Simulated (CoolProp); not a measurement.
Hydrogen sulfide along the isotherm 426.8 K: fugacity coefficient from the reference equation and from simpler models built on Tc = 373.1 K, pc = 8.999 MPa, ω = 0.101; each cubic takes its own stable root.

Values from CoolProp's reference Helmholtz-energy equation of state, Lemmon 2006. It is a short technical equation, of lower accuracy than the large ones.

```csv
p (MPa),phase,reference
1.23,gas,0.9708
2.45,gas,0.9422
3.68,gas,0.9136
4.91,gas,0.8853
6.14,gas,0.8573
7.36,gas,0.8297
8.59,gas,0.8022
9.82,supercritical,0.7749
11,supercritical,0.7490
12.3,supercritical,0.7209
13.5,supercritical,0.6953
```

Task: How far does each simpler model (van der Waals, Redlich-Kwong, Soave-Redlich-Kwong, Peng-Robinson) lie from the reference over these 11 states: mean and median of the absolute difference, and the worst?

Result: 
- van der Waals: mean 0.4 %, median 0.1 %, worst -1.4 % at 426.8 K and 13.5 MPa
- Redlich-Kwong: mean 1.0 %, median 1.0 %, worst -1.5 % at 426.8 K and 13.5 MPa
- Soave-Redlich-Kwong: mean 0.2 %, median 0.3 %, worst -0.3 % at 426.8 K and 7.36 MPa
- Peng-Robinson: mean 2.7 %, median 2.9 %, worst -4.2 % at 426.8 K and 13.5 MPa
